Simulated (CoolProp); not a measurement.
A closed Brayton cycle with dry air: compressor inlet 328.15 K and 1.9 MPa, high pressure 6.18 MPa, turbine inlet 675 K, compressor efficiency 0.85, turbine efficiency 0.9, recuperator effectiveness 0.9 (on enthalpy, no pinch check). Each further row changes one setting.

Model: reference Helmholtz-energy equation of state, Lemmon 2000, in CoolProp. It is a pseudo-pure fit of the blend.

```tsv
case	thermal efficiency (%)	net work (kJ/kg)	compressor to turbine work	compressor exit (K)	turbine exit (K)
as stated	11.7	21.3	0.88	482.5	506.7
turbine inlet 625 K	5.2	7.80	?	482.5	467.7
compressor inlet 338.15 K	?	16.5	0.91	?	506.7
high pressure 5.25 MPa	?	25.0	0.84	458.1	?
recuperator effectiveness 0.5	?	21.3	0.88	482.5	506.7
```

Q: Some entries are withheld; supply them.

A: 
- turbine inlet 625 K, compressor to turbine work: 0.95
- compressor inlet 338.15 K, thermal efficiency (%): 9.1
- compressor inlet 338.15 K, compressor exit (K): 496.9
- high pressure 5.25 MPa, thermal efficiency (%): 15.1
- high pressure 5.25 MPa, turbine exit (K): 527.2
- recuperator effectiveness 0.5, thermal efficiency (%): 11.1
